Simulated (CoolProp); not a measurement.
Ammonia at 298.15 K and 0.391 MPa flows at 0.069 m/s in a round tube of 50 mm bore and 1.5 µm roughness, fully developed (64/Re and Nu = 3.66 if laminar; Colebrook and Gnielinski if turbulent). Each further row changes one setting.

Computed with CoolProp (reference Helmholtz-energy equation of state, Gao 2020).

| case | Reynolds number | Darcy friction factor | pressure drop (Pa/m) | heat-transfer coefficient (W/(m² K)) | mass flow (kg/h) |
|---|---|---|---|---|---|
| as stated | [?] | [?] | 0.00884 | 1.85 | 1.37 |
| velocity 0.138 m/s | 1930 | 0.0331 | [?] | 1.85 | [?] |
| diameter 100 mm | 1930 | 0.0331 | 0.00221 | 0.925 | 5.47 |

### Question
Complete the blanks.

### Answer

- as stated, Reynolds number: 966
- as stated, Darcy friction factor: 0.0662
- velocity 0.138 m/s, pressure drop (Pa/m): 0.0177
- velocity 0.138 m/s, mass flow (kg/h): 2.74

Viscosity comes from a separate model (Fenghour 1995). Thermal conductivity comes from a separate model (Tufeu 1984).
